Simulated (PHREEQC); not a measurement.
Make-up at 45 °C: 0.25 mol/kgw H3BO3 and 0.0019 mol/kgw NaCl. Closed to the air; pH follows from the charge balance.

The numbers come from PHREEQC with the ion-association model, phreeqc.dat.

```json
{
 "pH": "4.85",
 "ionic_strength": "0.00192 mol/kgw",
 "specific_conductance": "353 µS/cm"
}
```

```csv
species,molality,activity,log γ
H3BO3,0.250,0.250,0.000
Cl-,0.00190,0.00181,-0.022
Na+,0.00190,0.00181,-0.022
H+,1.49e-5,1.43e-5,-0.020
H2BO3-,1.49e-5,1.42e-5,-0.022
OH-,2.96e-9,2.82e-9,-0.022
```

No solid was allowed to form. Complexes and solids missing from the database can't appear. At this temperature some constants are extrapolated from 25 °C, and those without enthalpy data are left unchanged.
